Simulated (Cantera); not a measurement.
A perfectly stirred reactor is fed with 29.6 % H₂, 14.8 % O₂, 55.6 % N₂, 0.100 % NO, at 0.987 atm; it is adiabatic with a 575 K inlet, and is followed from long to short residence time, starting on the burning branch (τ in s: 0.43, 0.15, 0.052, 0.018, 0.0065, 0.0023, 0.0008, 0.00028, 9.8e-05, 3.5e-05, 1.2e-05, 4.3e-06).

Model: GRI-Mech 3.0 (53 species, 325 reactions), integrated in Cantera. The mechanism lacks 2 NO + O2 → 2 NO2 and HONO, so NO2 and the effect of NO are under-described below about 1400 K.

One state of this run: T (K) = 2399; x H₂ = 0.0310; x O₂ = 0.0121; x NO = 0.00175; x N₂O = 1.18e-7; x O = 0.00295; x H₂O₂ = 2.21e-7; x OH = 0.0154. x: mole fraction; the columns are a selection and need not sum to one.

Q: Which value of τ (s) does it belong to?
A) 0.0023
B) 0.00028
C) 0.052
D) 0.15

A: A, 0.0023
